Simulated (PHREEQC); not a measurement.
1 kg of water holding 21 mmol/kgw NaHCO3 and 110 mmol/kgw Na2SO4 is evaporated at 25 °C; the solids stay in contact with the brine. CO2 from the air is kept out. Solids allowed: Burkeite, Mirabilite, Nahcolite, Natron, Thenardite, Trona. Others were left out.

The series has 20 steps of water left (kg), from 1 to 0.006847.

Model: Pitzer model, pitzer.dat, run in PHREEQC.

Q: Which solids form, in which order, and at which step of the series does each first stand?

A: Mirabilite from water left = 0.05162 kg (pH 7.35); Nahcolite from water left = 0.01526 kg (pH 7.27).
